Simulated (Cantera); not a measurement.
Charge: 1 mol MgO, 1.4 mol HCl, 0.1 mol H2, equilibrated at 1248.15 K and 2.80 bar.

Method: chemical equilibrium by Gibbs-energy minimisation in Cantera with the NASA 1993 tables (ideal gas, pure condensed phases). Candidate condensed phases: H2O, Mg, MgCl2, MgO, Mg(OH)2; 22 gas species. Mutual solubility and eutectic melting of coexisting phases are not modelled. The numbers say what is thermodynamically allowed, not how fast it happens.

Base state: HCl 0.855, H2 0.0708, H2O 0.0680, MgCl2 0.00621 (mole fractions); condensed: MgCl2(l) + MgO(s).

Question: What changes in the equilibrium state with this change: MgO replaced by Al2O3?

Answer: 
```
species         before    after
-------------  -------  -------
HCl              0.855    0.929
H2              0.0708   0.0667
H2O             0.0680  0.00268
MgCl2          0.00621        0
AlCl3                0  0.00178
MgCl2(l), mol   0.0873        0
MgO(s), mol      0.904        0
Al2O3(s), mol        0    0.999
```
Further candidate phases: Al, AlCl3, Al2O3.
